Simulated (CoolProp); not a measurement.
Saturation properties of dimethyl carbonate (Tc = 283.9 °C, pc = 4.909 MPa, ω = 0.346).

Computed with CoolProp (reference Helmholtz-energy equation of state, Zhou 2011).

```
T (°C)  p (MPa)  liquid density (kg/m³)  vapour density (kg/m³)  enthalpy of vaporisation (kJ/kg)
------  -------  ----------------------  ----------------------  --------------------------------
169.35   0.7549                       …                   21.11                             312.5
175.85   0.8594                   838.9                   24.02                             306.3
182.45   0.9764                   826.9                   27.32                             299.7
188.95    1.103                   814.8                   30.94                             292.9
195.55    1.244                   802.2                   35.04                             285.7
202.15    1.398                   789.1                   39.63                             278.2
208.65    1.564                       …                   44.69                             270.3
215.25    1.747                   761.4                   50.47                                 …
221.75    1.944                   746.7                   56.89                             252.9
228.35    2.160                   730.9                   64.29                                 …
234.95    2.395                   714.0                   72.78                             232.4
241.45    2.646                   696.0                   82.45                             220.9
248.05    2.922                   675.9                   94.00                             207.9
254.65    3.221                   653.4                   107.9                             193.0
```

Fill in the missing entries.


- 169.35, liquid density (kg/m³): 850.3
- 208.65, liquid density (kg/m³): 775.6
- 215.25, enthalpy of vaporisation (kJ/kg): 261.8
- 228.35, enthalpy of vaporisation (kJ/kg): 243.1

It boils at 90.1 °C under 1 atm.
